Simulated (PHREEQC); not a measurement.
NaOH is added in steps, without added water, to 1 kg of water holding 10 mmol/kgw H3PO4, 0.1 mmol/kgw KOH and 28 mmol/kgw NaCl, at 85 °C. O2 is buffered at 0.21 atm. No CO2 enters from the air. Only these solids could form: Halite, Sylvite.

Base run: PHREEQC, ion-association model, phreeqc.dat. Each further column changes one thing. The table gives HPO4-2 (mol/kgw).

```json
[
 {"NaOH added (mol)": "0", "base": "1.71e-7", "NaCl left out": "?", "diluted 2-fold with water": "?", "no solid may form": "1.71e-7"},
 {"NaOH added (mol)": "0.0105", "base": "0.000587", "NaCl left out": "?", "diluted 2-fold with water": "?", "no solid may form": "0.000587"},
 {"NaOH added (mol)": "0.021", "base": "0.00951", "NaCl left out": "?", "diluted 2-fold with water": "0.00443", "no solid may form": "0.00951"},
 {"NaOH added (mol)": "0.0315", "base": "0.00858", "NaCl left out": "0.00886", "diluted 2-fold with water": "0.00401", "no solid may form": "0.00858"},
 {"NaOH added (mol)": "0.042", "base": "0.00771", "NaCl left out": "0.00804", "diluted 2-fold with water": "0.00362", "no solid may form": "0.00771"},
 {"NaOH added (mol)": "0.0525", "base": "0.00693", "NaCl left out": "0.00726", "diluted 2-fold with water": "0.00327", "no solid may form": "0.00693"},
 {"NaOH added (mol)": "0.063", "base": "0.00623", "NaCl left out": "0.00656", "diluted 2-fold with water": "?", "no solid may form": "0.00623"},
 {"NaOH added (mol)": "0.0735", "base": "0.00562", "NaCl left out": "0.00593", "diluted 2-fold with water": "0.00268", "no solid may form": "0.00562"},
 {"NaOH added (mol)": "0.084", "base": "0.00508", "NaCl left out": "?", "diluted 2-fold with water": "0.00244", "no solid may form": "0.00508"}
]
```

Problem. Complete the blanks.

Solution. 
- 0, NaCl left out: 1.16e-7
- 0, diluted 2-fold with water: 1.45e-7
- 0.0105, NaCl left out: 0.000598
- 0.0105, diluted 2-fold with water: 0.00484
- 0.021, NaCl left out: 0.00970
- 0.063, diluted 2-fold with water: 0.00296
- 0.084, NaCl left out: 0.00538

Constants without temperature data keep their 25 °C values here.
